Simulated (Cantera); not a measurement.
Cantera run, input and output.

```python
import numpy as np
import cantera as ct

gas = ct.Solution("gri30.yaml")
gas.TPX = 898, 53000, {'H2': 0.63, 'O2': 1, 'N2': 6.1}
reactor = ct.IdealGasConstPressureReactor(gas, energy="off", clone=False)
net = ct.ReactorNet([reactor])
net.rtol, net.atol = 1e-08, 1e-18
show = ['H2', 'O2', 'NO2', 'OH', 'N2O', 'H2O']
times = np.geomspace(0.0003, 70, 14)

steps = ct.SolutionArray(gas, extra=["t"])
rows = []
print(f"{'t/s':>10s}{'T/K':>9s}{'P/Pa':>11s}" + "".join(f"{s:>11s}" for s in show))
for t in times:
    while net.time < t:
        t_next = net.step()
        steps.append(gas.state, t=t_next)
    rows.append([np.interp(t, steps.t, y) for y in (steps.T, steps.P, *steps(*show).X.T)])
    print(f"{t:10.3e}{rows[-1][0]:9.1f}{rows[-1][1]:11.4g}" + "".join(f"{x:11.3e}" for x in rows[-1][2:]))
rate = np.gradient(steps.T, steps.t)
print("integrator steps:", len(steps.t))
if steps.T.max() > steps.T[0] + 200:
    print(f"time of steepest temperature rise: {steps.t[rate.argmax()]:.4e} s")
gas.TPX = 898, 53000, {'H2': 0.63, 'O2': 1, 'N2': 6.1}
gas.equilibrate("TP")
print(f"equilibrium (TP): T = {gas.T:.1f} K  " + "  ".join(f"{s} {gas[s].X[0]:.3e}" for s in show))
```

Result:

```
       t/s      T/K       P/Pa         H2         O2        NO2         OH        N2O        H2O
 3.000e-04    898.0    5.3e+04  8.150e-02  1.294e-01  1.114e-30  2.061e-12  1.885e-17  1.654e-10
 7.763e-04    898.0    5.3e+04  8.150e-02  1.294e-01  2.234e-28  4.783e-12  1.225e-16  1.038e-09
 2.009e-03    898.0    5.3e+04  8.150e-02  1.294e-01  3.877e-26  1.007e-11  7.282e-16  5.946e-09
 5.199e-03    898.0    5.3e+04  8.150e-02  1.294e-01  6.396e-24  2.414e-11  4.427e-15  3.377e-08
 1.345e-02    898.0    5.3e+04  8.150e-02  1.294e-01  5.819e-21  1.745e-10  5.159e-14  3.619e-07
 3.481e-02    898.0    5.3e+04  4.182e-02  1.113e-01  6.752e-09  1.358e-08  2.364e-09  4.130e-02
 9.008e-02    898.0    5.3e+04  4.152e-02  1.112e-01  6.497e-09  2.300e-08  2.405e-09  4.157e-02
 2.331e-01    898.0    5.3e+04  3.968e-02  1.102e-01  5.794e-09  6.433e-08  2.627e-09  4.333e-02
 6.032e-01    898.0    5.3e+04  3.173e-02  1.066e-01  5.757e-09  9.451e-08  3.562e-09  5.152e-02
 1.561e+00    898.0    5.3e+04  1.692e-02  9.992e-02  6.342e-09  9.575e-08  5.966e-09  6.705e-02
 4.040e+00    898.0    5.3e+04  3.193e-03  9.379e-02  7.275e-09  9.363e-08  1.119e-08  8.156e-02
 1.045e+01    898.0    5.3e+04  2.245e-04  9.248e-02  7.996e-09  3.605e-08  1.596e-08  8.473e-02
 2.705e+01    898.0    5.3e+04  3.257e-05  9.239e-02  8.180e-09  9.558e-09  1.697e-08  8.493e-02
 7.000e+01    898.0    5.3e+04  7.699e-06  9.238e-02  8.216e-09  3.216e-09  1.712e-08  8.495e-02
integrator steps: 2099
equilibrium (TP): T = 898.0 K  H2 1.149e-12  O2 9.238e-02  NO2 3.498e-07  OH 1.103e-08  N2O 4.209e-10  H2O 8.496e-02
```

Cantera simulation using GRI-Mech 3.0 (53 species, 325 reactions); the numbers are that mechanism's predictions, not measurements. Below about 950 K walls govern HO2 and H2O2 in real vessels. The temperature is held fixed by assumption; the heat of reaction is taken as removed at once.
